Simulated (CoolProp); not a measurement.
A single-stage vapour-compression cycle with sulfur dioxide: evaporating at 239.15 K (dew point), condensing at 286.15 K (bubble point), superheat 0 K, subcooling 5 K, compressor efficiency 0.9, no pressure losses. Each further row changes one setting.

Computed with CoolProp (reference Helmholtz-energy equation of state, Gao 2016).

| case | cooling COP | pressure ratio | discharge temperature (K) | refrigerating effect (kJ/kg) | volumetric capacity (kJ/m³) |
|---|---|---|---|---|---|
| as stated | 3.85 | 8.43 | 386.7 | 353 | 351 |
| evaporating temperature 244.15 K | 4.51 | 6.42 | 372.0 | 355 | 457 |
| condensing temperature 281.15 K | 4.39 | 6.99 | 371.8 | 360 | 358 |
| subcooling 10 K | 3.92 | 8.43 | 386.7 | 360 | 358 |
| superheat 10 K | 3.76 | 8.43 | 401.0 | 359 | 342 |
| compressor efficiency 0.8 | 3.42 | 8.43 | 403.2 | 353 | 351 |
